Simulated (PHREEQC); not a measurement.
0.08 g of hydrous ferric oxide (600 m²/g; 0.2 weak and 0.005 strong sites per Fe, Dzombak-Morel constants, diffuse double layer) in 1 kg of water with 0.001 mol/kgw of an inert sodium salt and 2.3e-06 mol/kgw NiCl2, at 25 °C; the pH is set by adding NaOH or the inert anion's acid. Oxygen alone is held at its pressure in air (log pO2 = -0.68). The system is closed to CO2. Nothing may precipitate in this run.

The series has 13 steps of pH, from 3 to 9.

Model: ion-association model, wateq4f.dat, run in PHREEQC.

Near which pH is half of the Ni sorbed, and on which side is more sorbed?

Near pH 6.7, with more sorbed at higher pH.

The oxide is taken as insoluble; below pH 4 it would dissolve.
